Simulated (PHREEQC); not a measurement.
Synthetic water in mmol/kgw, 25 °C, pH 6.36, pe -0.4:

```tsv
constituent	mmol/kgw
Na	4.35
K	5.68
Ca	4.14
Mg	4.43
Cl	0.919
S(6)	5.24
Alkalinity (meq/kgw)	14.9
Br	0.224
```

Valence states are taken as typed.

Computed with PHREEQC (ion-association model, phreeqc.dat).

Precipitation was switched off in this run.

Q: What ionic strength does the model give?

A: ionic strength 0.0337 mol/kgw.

Q: In which forms is Ca present?

A: Ca+2 79 %, CaSO4 14 %, CaHCO3+ 7.4 % of the Ca.
